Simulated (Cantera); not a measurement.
A perfectly stirred reactor is fed with CH4 : CO : O2 : N2 = 1 : 0.85 : 3.85 : 14.5 (molar parts), equivalence ratio 0.63, at 0.987 atm; it is adiabatic with a 373 K inlet, and is followed from long to short residence time, starting on the burning branch (τ in s: 0.14, 0.051, 0.018, 0.0066, 0.0024, 0.00085, 0.0003, 0.00011, 3.9e-05).

Model: GRI-Mech 3.0 (53 species, 325 reactions), integrated in Cantera.

Question: Predict: blow-out, bracketed by the residence times tried; x(CH4) at τ = 0.140 s; x(CO) at τ = 0.140 s; x(O2) at τ = 0.140 s; x(O) at τ = 0.140 s; x(NO) at τ = 0.140 s; x(CH4) at τ = 2.40 ms; x(CO) at τ = 2.40 ms; x(O2) at τ = 2.40 ms; x(O) at τ = 2.40 ms; x(NO) at τ = 2.40 ms.

Answer: 
- blow-out, bracketed by the residence times tried: burning at 0.300 ms, out at 0.110 ms
- x(CH4) at τ = 0.140 s: 5.71e-6
- x(CO) at τ = 0.140 s: 0.000575
- x(O2) at τ = 0.140 s: 0.0719
- x(O) at τ = 0.140 s: 0.000175
- x(NO) at τ = 0.140 s: 3.78e-5
- x(CH4) at τ = 2.40 ms: 8.05e-5
- x(CO) at τ = 2.40 ms: 0.00697
- x(O2) at τ = 2.40 ms: 0.0742
- x(O) at τ = 2.40 ms: 0.00190
- x(NO) at τ = 2.40 ms: 1.27e-5
